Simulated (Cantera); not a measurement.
A closed system holds: 1 mol CH₃Cl, held at 3202 °C and 23.0 mbar.

Method: chemical equilibrium by Gibbs-energy minimisation in Cantera with the NASA 1993 tables (ideal gas, pure condensed phases). Candidate condensed phases: C, C₆H₆, C₇H₈, C₈H₁₈; 91 gas species. The tables' values for CCl are old estimates; treat these amounts as uncertain. Rates play no part.

Base state: H 0.625, Cl 0.220, C₃ 0.0500, C 0.0393, H₂ 0.0289, C₂ 0.0154, HCl 0.0153, C₂H 0.00514 (mole fractions); condensed: gas only.

Task: What changes in the equilibrium state with this change: pressure from 23.0 mbar to 0.970 bar?

Result: 
```json
[
 {"species": "H", "before": "0.625", "after": "0.280"},
 {"species": "H₂", "before": "0.0289", "after": "0.245"},
 {"species": "HCl", "before": "0.0153", "after": "0.209"},
 {"species": "C₂H₂ (acetylene)", "before": "0.000773", "after": "0.0499"},
 {"species": "C", "before": "0.0393", "after": "0.00257"},
 {"species": "C₂", "before": "0.0154", "after": "0.00276"},
 {"species": "C₂H", "before": "0.00514", "after": "0.0175"},
 {"species": "C₃", "before": "0.0500", "after": "0.0248"},
 {"species": "Cl", "before": "0.220", "after": "0.159"},
 {"species": "C₆H₂", "before": "1.04e-7", "after": "0.000385"},
 {"species": "C₃H₃ (propargyl)", "before": "6.06e-9", "after": "2.04e-5"},
 {"species": "C₂H₃ (vinyl)", "before": "8.52e-9", "after": "1.04e-5"},
 {"species": "C₄H₂", "before": "8.63e-6", "after": "0.00423"},
 {"species": "C(graphite), mol", "before": "0", "after": "0.324"}
]
```
